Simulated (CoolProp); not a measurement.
The fluid at 243.75 K and 0.318 MPa expands adiabatically to 0.0243 MPa with isentropic efficiency 0.8. The same conditions are run with several fluids, on thermodynamics alone (safety and materials aside).

The numbers come from the reference Helmholtz-energy equation of state of each fluid (hydrogen chloride: Thol 2018; nitrogen: Span 2000; ethylene: Smukala 2000; ethane: Bücker 2006; CH3F (R41): Lemmon 2006) in CoolProp.

```tsv
fluid	work (kJ/kg)	final temperature (K)	final phase	final density (kg/m³)
hydrogen chloride	84.3	166.2	___	___
nitrogen	105	141.9	gas	0.578
ethylene	110	___	gas	0.544
ethane	___	163.4	gas	0.544
CH3F (R41)	___	172.2	two-phase, vapour fraction 0.945	___
```

Q: Some entries are withheld; supply them.

A: 
- hydrogen chloride, final phase: two-phase, vapour fraction 0.940
- hydrogen chloride, final density (kg/m³): 0.689
- ethylene, final temperature (K): 152.4
- ethane, work (kJ/kg): 107
- CH3F (R41), work (kJ/kg): 92.0
- CH3F (R41), final density (kg/m³): 0.622
